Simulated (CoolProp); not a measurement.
Values from CoolProp's reference Helmholtz-energy equation of state, Thol 2017.

Question: For octamethyltrisiloxane (MDM), give the phase and the density (kg/m³), speed of sound (m/s), fugacity coefficient at 297.7 K and 0.9 MPa; 435.5 K and 0.9 MPa.

Answer: 
- 297.7 K and 0.9 MPa: liquid; density 817, speed of sound 925, fugacity coefficient 0.000598
- 435.5 K and 0.9 MPa: liquid; density 666, speed of sound 489, fugacity coefficient 0.143
